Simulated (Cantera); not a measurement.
Cantera run:

```python
import numpy as np
import cantera as ct

gas_names = [...]  # 97 gases of nasa_gas.yaml made of Al, C, H, N
cond_names = """
    AL(cr) AL(L) ALN(s) C(gr) C6H6(L) C7H8(L) C8H18(L),n-octa
""".split()


# ... load() reads the species with a 1 bar reference pressure and builds the phases ...
atoms = {
    'Al(CH3)3': {'AL': 1, 'C': 3, 'H': 9},
    'N2': {'N': 2},
    'H2': {'H': 2},
}
top_T = {'ALN(s)': 2750, 'C(gr)': 4500}  # K; cautious upper limits of use, not melting points


# ... equilibrate(T, P, feed) seeds the gas with the atoms and calls Mixture.equilibrate('TP', solver="vcs", rtol=1e-11, max_steps=5000) ...
results = []
feed = {'Al(CH3)3': 1, 'N2': 6.9, 'H2': 3}  # mol
for P in [10, 32, 100, 320, 1000, 3200, 10000, 32000, 100000]:
    for T in [1375, 1425, 1475, 1525, 1575, 1625, 1675, 1725, 1775, 1825, 1875, 1925]:
        mix = equilibrate(T, P, feed)
        results.append((T, P, feed, dict(zip(mix.species_names, mix.species_moles))))

for T, P, feed, n in results:
    print(f"{T:7g} {P:10.4g}  " + (" + ".join(c for c in cond_names if n.get(c, 0) > 1e-12) or "gas only"))
```

It prints:

```
   1375         10  ALN(s) + C(gr)
   1425         10  ALN(s) + C(gr)
   1475         10  ALN(s) + C(gr)
   1525         10  ALN(s) + C(gr)
   1575         10  ALN(s) + C(gr)
   1625         10  ALN(s) + C(gr)
   1675         10  ALN(s) + C(gr)
   1725         10  C(gr)
   1775         10  C(gr)
   1825         10  C(gr)
   1875         10  C(gr)
   1925         10  C(gr)
   1375         32  ALN(s) + C(gr)
   1425         32  ALN(s) + C(gr)
   1475         32  ALN(s) + C(gr)
   1525         32  ALN(s) + C(gr)
   1575         32  ALN(s) + C(gr)
   1625         32  ALN(s) + C(gr)
   1675         32  ALN(s) + C(gr)
   1725         32  ALN(s) + C(gr)
   1775         32  ALN(s) + C(gr)
   1825         32  C(gr)
   1875         32  C(gr)
   1925         32  C(gr)
   1375        100  ALN(s) + C(gr)
   1425        100  ALN(s) + C(gr)
   1475        100  ALN(s) + C(gr)
   1525        100  ALN(s) + C(gr)
   1575        100  ALN(s) + C(gr)
   1625        100  ALN(s) + C(gr)
   1675        100  ALN(s) + C(gr)
   1725        100  ALN(s) + C(gr)
   1775        100  ALN(s) + C(gr)
   1825        100  ALN(s) + C(gr)
   1875        100  C(gr)
   1925        100  C(gr)
   1375        320  ALN(s) + C(gr)
   1425        320  ALN(s) + C(gr)
   1475        320  ALN(s) + C(gr)
   1525        320  ALN(s) + C(gr)
   1575        320  ALN(s) + C(gr)
   1625        320  ALN(s) + C(gr)
   1675        320  ALN(s) + C(gr)
   1725        320  ALN(s) + C(gr)
   1775        320  ALN(s) + C(gr)
   1825        320  ALN(s) + C(gr)
   1875        320  ALN(s) + C(gr)
   1925        320  ALN(s) + C(gr)
   1375       1000  ALN(s) + C(gr)
   1425       1000  ALN(s) + C(gr)
   1475       1000  ALN(s) + C(gr)
   1525       1000  ALN(s) + C(gr)
   1575       1000  ALN(s) + C(gr)
   1625       1000  ALN(s) + C(gr)
   1675       1000  ALN(s) + C(gr)
   1725       1000  ALN(s) + C(gr)
   1775       1000  ALN(s) + C(gr)
   1825       1000  ALN(s) + C(gr)
   1875       1000  ALN(s) + C(gr)
   1925       1000  ALN(s) + C(gr)
   1375       3200  ALN(s) + C(gr)
   1425       3200  ALN(s) + C(gr)
   1475       3200  ALN(s) + C(gr)
   1525       3200  ALN(s) + C(gr)
   1575       3200  ALN(s) + C(gr)
   1625       3200  ALN(s) + C(gr)
   1675       3200  ALN(s) + C(gr)
   1725       3200  ALN(s) + C(gr)
   1775       3200  ALN(s) + C(gr)
   1825       3200  ALN(s) + C(gr)
   1875       3200  ALN(s) + C(gr)
   1925       3200  ALN(s) + C(gr)
   1375      1e+04  ALN(s) + C(gr)
   1425      1e+04  ALN(s) + C(gr)
   1475      1e+04  ALN(s) + C(gr)
   1525      1e+04  ALN(s) + C(gr)
   1575      1e+04  ALN(s) + C(gr)
   1625      1e+04  ALN(s) + C(gr)
   1675      1e+04  ALN(s) + C(gr)
   1725      1e+04  ALN(s) + C(gr)
   1775      1e+04  ALN(s) + C(gr)
   1825      1e+04  ALN(s) + C(gr)
   1875      1e+04  ALN(s) + C(gr)
   1925      1e+04  ALN(s) + C(gr)
   1375    3.2e+04  ALN(s) + C(gr)
   1425    3.2e+04  ALN(s) + C(gr)
   1475    3.2e+04  ALN(s) + C(gr)
   1525    3.2e+04  ALN(s) + C(gr)
   1575    3.2e+04  ALN(s) + C(gr)
   1625    3.2e+04  ALN(s) + C(gr)
   1675    3.2e+04  ALN(s) + C(gr)
   1725    3.2e+04  ALN(s) + C(gr)
   1775    3.2e+04  ALN(s) + C(gr)
   1825    3.2e+04  ALN(s) + C(gr)
   1875    3.2e+04  ALN(s) + C(gr)
   1925    3.2e+04  ALN(s) + C(gr)
   1375      1e+05  ALN(s) + C(gr)
   1425      1e+05  ALN(s) + C(gr)
   1475      1e+05  ALN(s) + C(gr)
   1525      1e+05  ALN(s) + C(gr)
   1575      1e+05  ALN(s) + C(gr)
   1625      1e+05  ALN(s) + C(gr)
   1675      1e+05  ALN(s) + C(gr)
   1725      1e+05  ALN(s) + C(gr)
   1775      1e+05  ALN(s) + C(gr)
   1825      1e+05  ALN(s) + C(gr)
   1875      1e+05  ALN(s) + C(gr)
   1925      1e+05  ALN(s) + C(gr)
```

Equilibrium computed with Cantera from the NASA thermochemical tables; the gas is ideal and each condensed phase is pure. The feed counts by its element totals alone.
